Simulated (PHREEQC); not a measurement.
Model water analysis in mmol/kgw, 25 °C, pH 6.32:

```csv
constituent,mmol/kgw
Na,75.9
K,3.71
Ca,4.56
Mg,9.2
Cl,104
S(6),5.64
Alkalinity (meq/kgw),4.99
Si,0.193
```

Cl is adjusted to close the charge balance.
Valence states are taken as typed.

Equilibrium calculation in PHREEQC: Pitzer model, pitzer.dat.

The ionic strength comes out as 0.127 mol/kgw. What activity coefficients do Ca+2, K+, CO3-2, HCO3-, Cl- get?

Ca+2 0.33, K+ 0.76, CO3-2 0.27, HCO3- 0.82, Cl- 0.75. Single-ion values are on the MacInnes scale.

This is a speciation only: nothing precipitates in the calculation.
